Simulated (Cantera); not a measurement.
A closed system holds: 1 mol SiO2, 7.7 mol C, 0.1 mol CO, held at 2373.15 K and 0.870 bar.

Method: chemical equilibrium by Gibbs-energy minimisation in Cantera with the NASA 1993 tables (ideal gas, pure condensed phases). Candidate condensed phases: C, Si, SiC, SiO2; 20 gas species. Equilibrium is a limit: real reactors are often held back by kinetics, nucleation or transport.

Base state: CO 0.981, SiO 0.0188, Si 0.000351, SiC2 6.19e-5, Si2C 3.55e-5 (mole fractions); condensed: C(graphite) + SiC(s).

Task: What changes in the equilibrium state with this change: pressure from 0.870 bar to 7.70 mbar?

Result: 
```json
[
 {"species": "CO", "before": "0.981", "after": "0.931"},
 {"species": "Si", "before": "0.000351", "after": "0.0397"},
 {"species": "SiO", "before": "0.0188", "after": "0.0179"},
 {"species": "SiC2", "before": "6.19e-5", "after": "0.00699"},
 {"species": "Si2", "before": "1.34e-6", "after": "0.000152"},
 {"species": "Si2C", "before": "3.55e-5", "after": "0.00401"},
 {"species": "C(graphite), mol", "before": "4.78", "after": "4.86"},
 {"species": "SiC(s), mol", "before": "0.959", "after": "0.839"}
]
```
